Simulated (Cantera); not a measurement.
Standard-state values (1 bar) from the NASA 1993 polynomials, evaluated with Cantera. Values are per mole of reaction as written; species without (g) are pure solids or liquids, kept so even where they would boil at 1 bar.

Between 300 and 1573 K, where is each reaction favourable under standard conditions?
- 5 ZrO2(g) + 4 NH3(g) → 5 Zr + 4 NO(g) + 6 H2O(g)


- 5 ZrO2(g) + 4 NH3(g) → 5 Zr + 4 NO(g) + 6 H2O(g): ΔG° is 520 kJ at 300 K and 416 kJ at 1573 K; it stays positive (K < 1). ΔH° is 590 kJ and ΔS° 111 J/K at 1573 K.
